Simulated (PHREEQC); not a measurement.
**Silver or lead bath (model solution)**

Make-up at 75 °C: 0.0044 mol PbCl2 and 0.0018 mol NaCl per kg of water. Closed to the air; pH follows from the charge balance.

Model: ion-association model, phreeqc.dat, run in PHREEQC.

```
Quantity                 Value
--------------  --------------
pH                        5.22
ionic strength  0.0116 mol/kgw
```

```tsv
species	molality	activity	log γ
Cl-	0.00889	0.00786	-0.053
Pb+2	0.00269	0.00166	-0.212
Na+	0.00180	0.00160	-0.052
PbCl+	0.00169	0.00150	-0.053
PbCl2	8.36e-6	8.38e-6	0.001
H+	6.70e-6	6.03e-6	-0.046
```

This is a speciation only: nothing precipitates in the calculation. Saturation is exceeded, for instance for Pb(OH)2; the values hold only as long as no solid forms. Species that the database lacks are ignored. Constants without temperature data keep their 25 °C values here.
